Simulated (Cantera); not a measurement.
Charge: 1 mol Cu2O, 3.4 mol H2, 1.9 mol N2, equilibrated at 80.0 Pa.

Cantera equilibrium calculation (NASA polynomials, part measured and part estimated; ideal gas, pure solids and liquids). Candidate condensed phases: Cu, CuO, Cu(OH)2, Cu2O, H2O; 27 gas species. Kinetics and transport are ignored.

x: gas mole fraction; n: condensed amount in mol.

```
T (K)   x H2   x N2  x H2O      x Cu       x H  n Cu(s)  n Cu(l)
-----  -----  -----  -----  --------  --------  -------  -------
1025   0.453  0.358  0.189   5.19e-8   1.04e-7     2.00        0
1100   0.453  0.358  0.189   7.44e-7   6.15e-7     2.00        0
1175   0.453  0.358  0.189         ?         ?     2.00        0
1250   0.453  0.358  0.189   5.80e-5   1.15e-5     2.00        0
1325   0.453  0.358  0.189  0.000351   3.89e-5     2.00        0
1400   0.452  0.358  0.188   0.00169  0.000116        0     1.99
1475   0.450  0.356  0.187         ?         ?        0     1.96
1550   0.442  0.350  0.184    0.0232  0.000740        0     1.87
1625   0.419  0.333  0.175    0.0714   0.00162        0     1.59
```

Question: Some entries are withheld; supply them.

Answer: 
- 1475, x Cu: 0.00670
- 1475, x H: 0.000307
- 1175, x Cu: 7.56e-6
- 1175, x H: 2.92e-6
